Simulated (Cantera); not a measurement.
What does this Cantera script print?

```python
import numpy as np
import cantera as ct

gas_names = """
    C CH CH2 CH3 CH2OH CH3O CH4 CH3OH CN CO CO2 COOH C2 C2H CHCO,ketyl C2H2,acetylene C2H2,vinylidene
    CH2CO,ketene C2H3,vinyl CH3CN CH3CO,acetyl C2H4 C2H4O,ethylen CH3CHO,ethanal CH3COOH (HCOOH)2 C2H5
    C2H6 CH3OCH3 C2H5OH CCN CNC C2N2 C2O C3 C3H3,propargyl C3H4,allene C3H4,propyne C3H4,cyclo-
    C3H5,allyl C3H6,propylene C3H6,cyclo- C3H6O C3H7,n-propyl C3H7,i-propyl C3H8 C3H8O,1propanol
    C3H8O,2propanol C3O2 C4 C4H2 C4H4,1,3-cyclo- C4H6,butadiene C4H6,2-butyne C4H6,cyclo- C4H8,1-butene
    C4H8,cis2-buten C4H8,tr2-butene C4H8,isobutene C4H8,cyclo- (CH3COOH)2 C4H9,n-butyl C4H9,i-butyl
    C4H9,s-butyl C4H9,t-butyl C4H10,isobutane C4H10,n-butane C4N2 C5 C5H6,1,3cyclo- C5H8,cyclo-
    C5H10,1-pentene C5H10,cyclo- C5H11,pentyl C5H11,t-pentyl C5H12,n-pentane C5H12,i-pentane
    CH3C(CH3)2CH3 C6H2 C6H5,phenyl C6H5O,phenoxy C6H6 C6H5OH,phenol C6H10,cyclo- C6H12,1-hexene
    C6H12,cyclo- C6H13,n-hexyl C7H7,benzyl C7H8 C7H8O,cresol C7H14,1-heptene C7H15,n-heptyl
    C7H16,n-heptane C8H8,styrene C8H10,ethylbenz C8H16,1-octene C8H17,n-octyl C8H18,isooctane
    C8H18,n-octane C9H19,n-nonyl C10H8,naphthale C10H21,n-decyl C12H9,o-bipheny C12H10,bipheny H HCN HCO
    HCCN HNC HNCO HNO HNO2 HNO3 HO2 H2 HCHO,formaldehy HCOOH H2O H2O2 N NCO NH NH2 NH3 NH2OH NO NO2 NO3
    N2 N2H2 N2H4 N2O O OH O2 O3
""".split()
cond_names = """
    C(gr) C6H6(L) C7H8(L) C8H18(L),n-octa H2O(s) H2O(L)
""".split()


def load(file, names, dense=False):
    # The tables refer to 1 bar. Condensed volumes are neglected.
    table = {s.name: s for s in ct.Species.list_from_file(file)}
    out = []
    for n in names:
        d = dict(table[n].input_data)
        d["thermo"] = dict(d["thermo"], **{"reference-pressure": 1e5})
        if dense:
            d["equation-of-state"] = {"model": "constant-volume", "density": "1e6 g/cm^3"}
        out.append(ct.Species.from_dict(d))
    return out


gas = ct.Solution(thermo="ideal-gas", species=load("nasa_gas.yaml", gas_names))
cond = {s.name: ct.Solution(thermo="fixed-stoichiometry", species=[s], name=s.name)
        for s in load("nasa_condensed.yaml", cond_names, dense=True)}
atoms = {
    'C2H2': {'C': 2, 'H': 2},
    'CO2': {'C': 1, 'O': 2},
    'N2': {'N': 2},
}
top_T = {'C(gr)': 4500}  # K; cautious upper limits of use, not melting points


def equilibrate(T, P, feed):
    n = {}
    for name, mol in feed.items():
        for a, k in atoms[name].items():
            n[a] = n.get(a, 0.0) + k * mol
    gas.TPX = T, P, n
    mass = sum(n.values()) * gas.mean_molecular_weight
    gas.equilibrate("TP")
    valid = [c for c in cond.values() if c.min_temp <= T <= top_T.get(c.name, c.max_temp)]
    mix = ct.Mixture([(gas, mass / gas.mean_molecular_weight)] + [(c, 0.0) for c in valid])
    mix.T, mix.P = T, P
    mix.equilibrate("TP", solver="vcs", rtol=1e-11, max_steps=5000)
    return mix


results = []
feed = {'C2H2': 1, 'CO2': 3.5, 'N2': 21}  # mol
P = 61  # Pa
for T in [1923, 1973, 2023, 2073, 2123, 2173, 2223, 2273]:
    mix = equilibrate(T, P, feed)
    results.append((T, P, feed, dict(zip(mix.species_names, mix.species_moles))))

top = {s: max(r[3][s] / sum(r[3][g] for g in gas_names) for r in results) for s in gas_names}
cols = sorted((s for s in top if top[s] > 0.001), key=lambda s: -top[s])[:7]
seen = [c for c in cond_names if any(r[3].get(c, 0) > 1e-12 for r in results)]
print("log10 of partial pressures in bar; condensed amounts in mol")
print(f"{'T/K':>10s}" + "".join(f"{s[:9]:>10s}" for s in cols + seen))
for T, P, feed, n in results:
    ng = sum(n[g] for g in gas_names)
    print(f"{T:10.4g}" + "".join(f"{np.log10(max(n[s] / ng * P / 1e5, 1e-99)):10.3f}" for s in cols)
          + "".join(f"{n.get(c, 0):10.4g}" for c in seen))
```

It prints:

```
log10 of partial pressures in bar; condensed amounts in mol
       T/K        N2        CO       CO2         H        H2       H2O         O
      1923    -3.333    -4.004    -4.645    -5.519    -4.986    -4.994    -7.252
      1973    -3.334    -4.004    -4.649    -5.374    -5.008    -5.002    -6.889
      2023    -3.334    -4.004    -4.655    -5.239    -5.035    -5.017    -6.546
      2073    -3.336    -4.003    -4.665    -5.113    -5.065    -5.043    -6.225
      2123    -3.337    -4.001    -4.684    -4.995    -5.100    -5.083    -5.930
      2173    -3.340    -3.997    -4.717    -4.886    -5.140    -5.144    -5.664
      2223    -3.343    -3.992    -4.766    -4.786    -5.185    -5.231    -5.432
      2273    -3.346    -3.985    -4.836    -4.696    -5.241    -5.351    -5.233
```

These are equilibrium values from Cantera (NASA tables, ideal gas, pure condensed phases), not measurements of a reactor.
